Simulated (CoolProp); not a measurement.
Vapour-liquid equilibrium of benzene (1) + octamethylcyclotetrasiloxane (D4) (2) at 0.499 bar; x and y are mole fractions of (1).

Computed with CoolProp (multi-fluid Helmholtz-energy mixture model, Thol 2012 and Thol 2015; pair parameters Bell 2016).

Problem. Give the bubble temperature and the first vapour's composition at x = 0.05, 0.425, 0.65. Is there an azeotrope?

Solution. x = 0.05: 138.1 °C, y = 0.329; x = 0.425: 83.5 °C, y = 0.950; x = 0.65: 71.1 °C, y = 0.982. No azeotrope shows between x = 0.05 and 0.95.

The pair parameters rest on a limited set of measurements; away from them the model extrapolates.
